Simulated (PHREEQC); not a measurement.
Consider water at 25 °C with 1 mol/kgw NaBr, 0.57 mol/kgw Na2SO4 and 3.8e-05 mol/kgw H4SiO4. Closed to the air; pH follows from the charge balance.

Equilibrium calculation in PHREEQC: Pitzer model, pitzer.dat.

| quantity | before | after |
|---|---|---|
| pH | 7.04 | 7.22 |
| H3SiO4- (mol/kgw) | 2.13e-7 | 2.32e-7 |
| SI of SiO2(a) (SiO2) | -1.65 | -1.73 |

Question: Name the change that produced these shifts.
A. Na2SO4 left out
B. H4SiO4 replaced by K2SiO3 at the same molality
C. NaBr left out

Answer: C, NaBr left out

Precipitation was switched off in this run. In brines, pH and single-ion activities rest on the MacInnes convention.
